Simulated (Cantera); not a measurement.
A closed system holds: 1 mol SiO₂, 0.0069 mol C, 4.5 mol H₂, at 101000 Pa.

These are equilibrium values from Cantera (NASA tables, ideal gas, pure condensed phases), not measurements of a reactor. Candidate condensed phases: C, C₆H₆, C₇H₈, C₈H₁₈, H₂O, Si, SiC, SiO₂; 123 gas species. The tables hold silica as quartz up to 1696 K and as liquid above; real silica turns to tridymite and cristobalite and melts near 1996 K. Gases not in the tables: Si(OH)₄. Equilibrium is a limit: real reactors are often held back by kinetics, nucleation or transport.

### Question
Which condensed phases are stable at each of these points (T (°C)): 1502, 1602, 1702, 1802, 1902, 2002, 2102, 2202, 2302, 2402?

### Answer
```tsv
T (°C)	condensed phases	Si condensed (%)
1502	SiO₂(condensed)	99.0
1602	SiO₂(condensed)	98.3
1702	SiO₂(condensed)	96.5
1802	SiO₂(l)	93.0
1902	SiO₂(l)	86.4
2002	SiO₂(l)	74.9
2102	SiO₂(l)	56.2
2202	SiO₂(l)	27.2
2302	gas only	0.0
2402	gas only	0.0
```

From 1502 °C to 1702 °C the condensed part is SiO₂(condensed). From 1802 °C to 2202 °C the condensed part is SiO₂(l). From 2302 °C to 2402 °C nothing is condensed.
